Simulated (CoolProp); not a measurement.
Vapour-liquid equilibrium of R152A (1) + n-butane (2) at 0.342 MPa; x and y are mole fractions of (1).

Values from CoolProp's multi-fluid Helmholtz-energy mixture model, Outcalt 1996 and Bücker 2006; pair parameters Bell 2016.

| x | bubble temperature, mixture model (°C) | bubble temperature, Raoult's law (°C) | y, mixture model | y, Raoult's law |
|---|---|---|---|---|
| 0.05 | 26.8 | 34.0 | 0.263 | 0.113 |
| 0.125 | 18.3 | 30.8 | 0.462 | 0.258 |
| 0.2 | 13.6 | 27.8 | 0.559 | 0.379 |
| 0.275 | 10.9 | 25.2 | 0.614 | 0.482 |
| 0.35 | 9.3 | 22.7 | 0.650 | 0.570 |
| 0.425 | 8.2 | 20.4 | 0.676 | 0.646 |
| 0.5 | 7.4 | 18.3 | 0.697 | 0.712 |
| 0.575 | 6.9 | 16.4 | 0.718 | 0.771 |
| 0.65 | 6.4 | 14.6 | 0.742 | 0.822 |
| 0.725 | 6.1 | 12.9 | 0.769 | 0.868 |
| 0.8 | 5.9 | 11.3 | 0.806 | 0.909 |
| 0.875 | 6.0 | 9.8 | 0.856 | 0.946 |
| 0.95 | 6.6 | 8.3 | 0.930 | 0.980 |

The largest gap from Raoult's law is -14.3 K in bubble temperature, at x = 0.275. y crosses x between x = 0.8 and 0.875: the model has an azeotrope there.

Pair parameters are fitted to limited data, so mixtures are less certain than the pure fluids. With so large a gap from Raoult's law the liquid may split in two, which this calculation doesn't test in full.
